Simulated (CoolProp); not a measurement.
Saturation properties of carbon monoxide.

The numbers come from the reference Helmholtz-energy equation of state, Lemmon 2006 in CoolProp. It is a short technical equation, of lower accuracy than the large ones.

```tsv
T (°C)	p (MPa)	liquid density (kg/m³)	vapour density (kg/m³)	surface tension (mN/m)
-179.75	0.3224	739.0	12.83	7.06
-177.45	0.3903	727.6	15.38	6.59
-175.25	0.4645	716.4	18.18	6.14
-172.95	0.5525	704.3	21.51	5.68
-170.75	0.6474	692.4	25.13	5.24
-168.45	0.7587	679.4	29.43	4.79
-166.15	0.8831	666.0	34.33	4.34
-163.95	1.015	652.5	39.64	3.92
-161.65	1.168	637.7	45.96	3.49
-159.35	1.336	622.1	53.18	3.06
-157.15	1.513	606.3	61.10	2.66
-154.85	1.715	588.6	70.67	2.25
-152.65	1.926	570.3	81.35	1.86
-150.35	2.166	549.2	94.60	1.47
-148.05	2.428	525.4	110.8	1.09
```

It boils at -191.5 °C under 1 atm.

Surface tension comes from a separate correlation (Mulero 2012).
